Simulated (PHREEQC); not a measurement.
**Metal-bearing waste water: an equilibrium model**

Consider water at 25 °C with 0.016 mol FeSO4, 8.1e-05 mol HCl and 0.00012 mol NaCl per kg of water. Closed to the air; pH follows from the charge balance.

Equilibrium calculation in PHREEQC: ion-association model, phreeqc.dat.

```yaml
pH: 4.35
ionic_strength: 0.0440 mol/kgw
specific_conductance: 2300 µS/cm
total_alkalinity: -0.0810 meq/kg
```

```
species  molality  activity   log γ
-------  --------  --------  ------
Fe+2       0.0110   0.00546  -0.303
SO4-2      0.0109   0.00523  -0.320
FeSO4     0.00503   0.00508   0.004
Cl-      0.000199  0.000164  -0.085
Na+      0.000117   9.73e-5  -0.080
H+        5.19e-5   4.46e-5  -0.066
HSO4-     2.74e-5   2.27e-5  -0.082
```

No solid was allowed to form. Complexes and solids missing from the database can't appear.
